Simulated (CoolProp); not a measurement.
Vapour-liquid equilibrium of R22 (1) + acetone (2) at 61.15 °C; x and y are mole fractions of (1).

The numbers come from the multi-fluid Helmholtz-energy mixture model, Kamei 1995 and Lemmon 2006; pair parameters Bell 2016 in CoolProp.

Task: Give the bubble pressure and the first vapour's composition at x = 0.05, 0.8, 0.95. Is there an azeotrope?

Result: x = 0.05: 2.130 bar, y = 0.444; x = 0.8: 17.37 bar, y = 0.982; x = 0.95: 22.99 bar, y = 0.997. No azeotrope shows between x = 0.05 and 0.95.

Pair parameters are fitted to limited data, so mixtures are less certain than the pure fluids.
